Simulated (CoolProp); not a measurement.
Model: reference Helmholtz-energy equation of state, Guder 2009, in CoolProp.

### Question
Give the vapour pressure (MPa), liquid density (kg/m³), vapour density (kg/m³), surface tension (mN/m) of saturated sulfur hexafluoride at -23.95, -18.15, -6.35 °C.

### Answer
| T (°C) | p (MPa) | liquid density (kg/m³) | vapour density (kg/m³) | surface tension (mN/m) |
|---|---|---|---|---|
| -23.95 | 0.606 | 1710 | 49.5 | 7.74 |
| -18.15 | 0.731 | 1680 | 59.8 | 6.92 |
| -6.35 | 1.05 | 1600 | 86.5 | 5.33 |

Surface tension comes from a separate correlation (Mulero 2012).
